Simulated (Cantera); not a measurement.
An isothermal, constant-pressure homogeneous reactor starts with NO : N2 = 1 : 1.4 (molar parts), at 1898 K and 1200 Pa. Integrator tolerance rtol = 1e-08.

Detailed kinetics in Cantera: GRI-Mech 3.0 (53 species, 325 reactions). Radical loss at walls, strong at low pressure, is not modelled.

**Question.** What does this change do: 0.14 parts H2O added?

**Answer.** 
```json
[
 {"quantity": "x(NO) at 60.0 s", "before": "0.138 (gas-phase equilibrium 0.00565)", "after": "0.103 (gas-phase equilibrium 0.00533)"},
 {"quantity": "x(N2O) at 60.0 s", "before": "4.75e-6 (gas-phase equilibrium 3.52e-8)", "after": "1.44e-6 (gas-phase equilibrium 3.22e-8)"},
 {"quantity": "x(O) at 60.0 s", "before": "0.00102 (gas-phase equilibrium 0.00122)", "after": "0.00103 (gas-phase equilibrium 0.00118)"},
 {"quantity": "x(N2) at 60.0 s", "before": "0.722 (gas-phase equilibrium 0.788)", "after": "0.695 (gas-phase equilibrium 0.744)"},
 {"quantity": "x(NO2) at 60.0 s", "before": "2.50e-5 (gas-phase equilibrium 1.26e-6)", "after": "1.92e-5 (gas-phase equilibrium 1.15e-6)"}
]
```

**Question.** What does this change do: NO 1 to 4.2 parts?

**Answer.** 
```tsv
quantity	before	after
x(NO) at 60.0 s	0.138 (gas-phase equilibrium 0.00565)	0.150 (gas-phase equilibrium 0.00675)
x(N2O) at 60.0 s	4.75e-6 (gas-phase equilibrium 3.52e-8)	4.72e-6 (gas-phase equilibrium 3.73e-8)
x(O) at 60.0 s	0.00102 (gas-phase equilibrium 0.00122)	0.00149 (gas-phase equilibrium 0.00164)
x(N2) at 60.0 s	0.722 (gas-phase equilibrium 0.788)	0.550 (gas-phase equilibrium 0.621)
x(NO2) at 60.0 s	2.50e-5 (gas-phase equilibrium 1.26e-6)	4.01e-5 (gas-phase equilibrium 2.03e-6)
```
